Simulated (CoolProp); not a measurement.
Model: reference Helmholtz-energy equation of state, Guder 2009, in CoolProp.

Q: For sulfur hexafluoride, give the phase and the speed of sound (m/s), conductivity (mW/(m K)) at 559.2 K and 17800 kPa.

A: 
- 559.2 K and 17800 kPa: supercritical; speed of sound 206, conductivity 49.3

Thermal conductivity comes from a separate model (Assael 2012).
